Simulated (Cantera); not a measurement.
Input: 1 mol SiCl₄, 0.22 mol Cl₂, 230 mol N₂, at 0.0133 bar.

Cantera equilibrium calculation (NASA polynomials, part measured and part estimated; ideal gas, pure solids and liquids). Candidate condensed phases: Si, Si₃N₄; 13 gas species. The tables' values for SiCl₃ are old estimates; treat these amounts as uncertain. Rates play no part.

log p: log10 of the partial pressure in bar; nothing condenses.

```
T (K)  log p N₂  log p Cl  log p SiCl₄  log p SiCl₂  log p SiCl₃  log p Cl₂
-----  --------  --------  -----------  -----------  -----------  ---------
1098      -1.88     -5.32        -4.24         <-13        -9.67      -4.99
1148      -1.88     -5.10        -4.24       -12.87        -9.08      -5.06
1198      -1.88     -4.92        -4.24       -11.83        -8.51      -5.17
1248      -1.88     -4.79        -4.24       -10.82        -7.96      -5.34
1298      -1.88     -4.70        -4.24        -9.81        -7.41      -5.57
1348      -1.88     -4.65        -4.24          ___        -6.88        ___
1398      -1.88     -4.61        -4.24          ___        -6.37        ___
1448      -1.88     -4.59        -4.25        -6.99        -5.90      -6.39
1498      -1.88     -4.53        -4.27        -6.22        -5.50      -6.59
1548      -1.88     -4.44        -4.31        -5.63        -5.19      -6.69
1598      -1.88     -4.32        -4.39        -5.18        -4.98      -6.70
1648      -1.88     -4.18        -4.52        -4.86        -4.86      -6.68
```

What belongs in the gaps?


- 1348, log p SiCl₂: -8.82
- 1348, log p Cl₂: -5.84
- 1398, log p SiCl₂: -7.87
- 1398, log p Cl₂: -6.12
